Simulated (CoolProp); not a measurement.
Model: reference Helmholtz-energy equation of state, Zhou 2012, in CoolProp.

Task: Give the vapour pressure (kPa), enthalpy of vaporisation (kJ/kg), surface tension (mN/m) of saturated m-xylene at 554.4, 575.7 K.

Result: 
| T (K) | p (kPa) | enthalpy of vaporisation (kJ/kg) | surface tension (mN/m) |
|---|---|---|---|
| 554.4 | 1570 | 216 | 3.63 |
| 575.7 | 2100 | 182 | 2.15 |

Surface tension comes from a separate correlation (Mulero 2014).
